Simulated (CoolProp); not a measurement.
R1224YDZ at 294.46 K and 0.0974 MPa is compressed adiabatically to 0.163 MPa with isentropic efficiency 0.6. Each further row changes one setting.

Model: reference Helmholtz-energy equation of state, Akasaka 2023, in CoolProp.

| case | work (kJ/kg) | final temperature (K) | final density (kg/m³) |
|---|---|---|---|
| as stated | 13.7 | 313.6 | 9.83 |
| efficiency 1 | 8.23 | 307.0 | 10.1 |
| efficiency 0.65 | (withheld) | (withheld) | (withheld) |

Complete the blanks.


- efficiency 0.65, work (kJ/kg): 12.7
- efficiency 0.65, final temperature (K): 312.3
- efficiency 0.65, final density (kg/m³): 9.88
